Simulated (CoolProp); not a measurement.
CH2F2 (R32) along the isotherm 128.15 °C: Z from the reference equation and from simpler models built on Tc = 78.1 °C, pc = 5.783 MPa, ω = 0.277; each cubic takes its own stable root.

Values from CoolProp's reference Helmholtz-energy equation of state, Tillner-Roth 1997.

```tsv
p (MPa)	phase	reference
0.0914	gas	0.9962
0.163	gas	0.9932
0.289	gas	0.9880
0.514	gas	0.9785
0.914	gas	0.9616
1.63	gas	0.9307
2.89	gas	0.8746
5.14	gas	0.7682
9.14	supercritical	0.5619
16.3	supercritical	0.4350
28.9	supercritical	0.5880
```

### Question
How far does each simpler model (van der Waals, Redlich-Kwong, Soave-Redlich-Kwong, Peng-Robinson) lie from the reference over these 11 states: mean and median of the absolute difference, and the worst?

### Answer
- van der Waals: mean 8.2 %, median 0.5 %, worst +46.5 % at 128.15 °C and 28.9 MPa
- Redlich-Kwong: mean 4.0 %, median 0.2 %, worst +22.3 % at 128.15 °C and 28.9 MPa
- Soave-Redlich-Kwong: mean 6.9 %, median 0.9 %, worst +30.0 % at 128.15 °C and 16.3 MPa
- Peng-Robinson: mean 3.9 %, median 0.1 %, worst +20.2 % at 128.15 °C and 16.3 MPa
